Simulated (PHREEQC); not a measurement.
PHREEQC input (ion-association model, wateq4f.dat):

```
SOLUTION_MASTER_SPECIES
  An  An-  0  An  62.0  # stands for a non-complexing anion
SOLUTION_SPECIES
  An- = An-
    -log_k 0
    -gamma 3.0 0
PHASES
  Fix_H+
    H+ = H+
    -log_k 0
SOLUTION 1
  temp 25
  units mmol/kgw
  pH 7 charge
  Na 50
  An 50
END
SELECTED_OUTPUT 1
  -reset false
  -pH true
  -pe true
  -ionic_strength true
  -water true
  -totals Na
  -molalities Hfo_wOH Hfo_wOH2+ Hfo_wO- Hfo_sOH Hfo_sOH2+ Hfo_sO-
USER_PUNCH 1
  -headings sigma psi
  10 PUNCH EDL("sigma", "Hfo"), EDL("psi", "Hfo")
PRINT
  -reset false
USE solution 1
SURFACE 1
  Hfo_wOH 0.000123596 600 0.055
  Hfo_sOH 3.08989e-06
EQUILIBRIUM_PHASES 1
  Fix_H+ -3 HAn 10
    -force_equality true
  O2(g) -0.68 10
END
# ... the last block is repeated for the other 12 points of pH, with NaOH or the acid as the point needs
```

Selected output (columns that matter, 13 of 13 rows; pH added in front):

```
pH	mu	Na	m_Hfo_wOH	m_Hfo_wOH2+	m_Hfo_wO-	m_Hfo_sOH	m_Hfo_sOH2+	m_Hfo_sO-	sigma	psi
3	0.051234	0.05	4.4333e-06	0.00011916	3.7786e-09	1.1083e-07	2.979e-06	9.4465e-11	0.35713	0.16922
3.5	0.050428	0.05	1.1764e-05	0.0001118	2.8356e-08	2.941e-07	2.7951e-06	7.0891e-10	0.33501	0.16635
4	0.050167	0.05	2.5275e-05	9.8172e-05	1.4907e-07	6.3187e-07	2.4543e-06	3.7267e-09	0.29379	0.15976
4.5	0.050078	0.05	4.3031e-05	8.0035e-05	5.3001e-07	1.0758e-06	2.0009e-06	1.325e-08	0.23829	0.1491
5	0.050043	0.05	6.0581e-05	6.1651e-05	1.3637e-06	1.5145e-06	1.5413e-06	3.4093e-08	0.18069	0.13502
5.5	0.050026	0.05	7.4722e-05	4.61e-05	2.7746e-06	1.868e-06	1.1525e-06	6.9365e-08	0.12985	0.1183
6	0.050016	0.05	8.4447e-05	3.44e-05	4.7491e-06	2.1112e-06	8.5999e-07	1.1873e-07	0.088867	0.099384
6.5	0.05001	0.05	9.022e-05	2.6281e-05	7.0952e-06	2.2555e-06	6.5702e-07	1.7738e-07	0.057502	0.078421
7	0.050006	0.05	9.3171e-05	2.0919e-05	9.5064e-06	2.3293e-06	5.2297e-07	2.3766e-07	0.034205	0.055532
7.5	0.050003	0.05	9.4456e-05	1.738e-05	1.176e-05	2.3614e-06	4.3451e-07	2.9399e-07	0.016846	0.031067
8	0.050001	0.05	9.4863e-05	1.4848e-05	1.3884e-05	2.3716e-06	3.712e-07	3.4711e-07	0.002888	0.0056452
8.5	0.050006	0.050007	9.4714e-05	1.2698e-05	1.6184e-05	2.3678e-06	3.1746e-07	4.046e-07	-0.010447	-0.019955
9	0.050017	0.050021	9.3884e-05	1.0522e-05	1.919e-05	2.3471e-06	2.6305e-07	4.7976e-07	-0.02598	-0.044929
```

Species that the database lacks are ignored. The oxide is taken as insoluble; below pH 4 it would dissolve.
